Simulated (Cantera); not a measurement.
Feed: 1 mol SiH₂Cl₂, 0.99 mol CH₄, 1800 mol H₂, at 7.40 mbar.

These are equilibrium values from Cantera (NASA tables, ideal gas, pure condensed phases), not measurements of a reactor. Candidate condensed phases: C, C₆H₆, C₇H₈, C₈H₁₈, Si, SiC; 109 gas species. Rates play no part.

### Question
At 2073 K, list the 6 most abundant gas species with their mole fractions, and the condensed phases.

### Answer
H₂ 0.968, H 0.0301, HCl 0.00107, Si 0.000499, C₂H₂ (acetylene) 0.000260, Cl 2.44e-5. Condensed: gas only.
